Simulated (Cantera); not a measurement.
## Thermodynamics of boron, boron nitride and boron oxide, feed B + O2 + H2

A closed system holds: 1 mol B, 5.8 mol O2, 0.64 mol H2, equilibrated at 84.0 Pa.

Equilibrium computed with Cantera from the NASA thermochemical tables; the gas is ideal and each condensed phase is pure. Candidate condensed phases: B, B2O3, B3O3H3, H2O; 23 gas species. Equilibrium is a limit: real reactors are often held back by kinetics, nucleation or transport.

| T (K) | x O2 | x O | x HBO2 | x H2O | x BO2 | x OH | x B2O3 | x H | n B2O3(l) |
|---|---|---|---|---|---|---|---|---|---|
| 1400 | 0.840 | 2.99e-5 | 0.0857 | 0.0707 | 0.000325 | 0.000215 | 0.00286 | 1.84e-7 | 0.242 |
| 1500 | 0.805 | 0.000126 | 0.136 | 0.0410 | 0.00168 | 0.000412 | 0.0165 | 1.05e-6 | 0 |
| 1600 | 0.803 | 0.000449 | 0.130 | 0.0435 | 0.00350 | 0.000959 | 0.0185 | 6.25e-6 | 0 |
| 1700 | 0.801 | 0.00138 | 0.123 | 0.0459 | 0.00663 | 0.00202 | 0.0199 | 3.03e-5 | 0 |
| 1800 | 0.795 | 0.00374 | 0.116 | 0.0481 | 0.0115 | 0.00392 | 0.0207 | 0.000124 | 0 |
| 1900 | 0.786 | 0.00912 | 0.108 | 0.0497 | 0.0186 | 0.00704 | 0.0208 | 0.000435 | 0 |
| 2000 | 0.769 | 0.0202 | 0.0984 | 0.0503 | 0.0279 | 0.0118 | 0.0201 | 0.00134 | 0 |
| 2100 | 0.741 | 0.0413 | 0.0867 | 0.0492 | 0.0392 | 0.0184 | 0.0186 | 0.00367 | 0 |
| 2200 | 0.697 | 0.0779 | 0.0728 | 0.0453 | 0.0515 | 0.0266 | 0.0163 | 0.00898 | 0 |
| 2300 | 0.631 | 0.136 | 0.0568 | 0.0378 | 0.0629 | 0.0349 | 0.0135 | 0.0195 | 0 |
x: gas mole fraction; n: condensed amount in mol.

At 1400 K the condensed part is B2O3(l). From 1500 K to 2300 K nothing is condensed. The main B-bearing gas is HBO2 at 1400 K and BO2 at 2300 K.
